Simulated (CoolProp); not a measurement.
Vinyl chloride at several states: density (kg/m³) from the reference equation and from simpler models built on Tc = 425.0 K, pc = 5.600 MPa, ω = 0.160; each cubic takes its own stable root.

Computed with CoolProp (reference Helmholtz-energy equation of state, Thol 2022).

```
T (K)  p (MPa)   phase   reference  van der Waals  Redlich-Kwong  Soave-Redlich-Kwong  Peng-Robinson
-----  -------  ------  ----------  -------------  -------------  -------------------  -------------
227       9.11  liquid  (withheld)          652.5          954.8                963.3     (withheld)
391.1    0.021     gas      0.4043         0.4042         0.4043               0.4043         0.4043
187.3   0.0457  liquid        1097     (withheld)     (withheld)           (withheld)           1126
```

Task: Fill in the missing entries.

Result: 
- 227, reference: 1036
- 227, Peng-Robinson: 1083
- 187.3, van der Waals: 1.863
- 187.3, Redlich-Kwong: 997.8
- 187.3, Soave-Redlich-Kwong: 1002

At some of these states van der Waals gives the other phase, because its saturation line lies elsewhere.
